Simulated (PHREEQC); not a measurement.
Model water analysis in mg/L, 57 °C, pH 6.21, pe 9.9:

```tsv
constituent	mg/L
Na	1940
K	174
Ca	74.4
Mg	26.8
Cl	2970
S(6) as SO4	470
Alkalinity as HCO3	119
Li	0.165
```

Valence states are taken as typed.

Model: ion-association model, phreeqc.dat, run in PHREEQC.

```
Property                     Result
--------------------  -------------
ionic strength        0.100 mol/kgw
specific conductance    17700 µS/cm
density                 0.989 g/cm³
charge-balance error         -0.4 %
```

```csv
species,molality,activity,log γ
Cl-,0.0843,0.0635,-0.122
Na+,0.0842,0.0650,-0.112
K+,0.00441,0.00331,-0.124
SO4-2,0.00379,0.00133,-0.454
HCO3-,0.00188,0.00146,-0.109
CO2,0.00172,0.00176,0.010
Ca+2,0.00167,0.000616,-0.433
Mg+2,0.000881,0.000339,-0.415
NaSO4-,0.000671,0.000522,-0.109
MgSO4,0.000218,0.000223,0.010
CaSO4,0.000177,0.000181,0.010
```

Precipitation was switched off in this run. Complexes and solids missing from the database can't appear. At this temperature some constants are extrapolated from 25 °C, and those without enthalpy data are left unchanged.
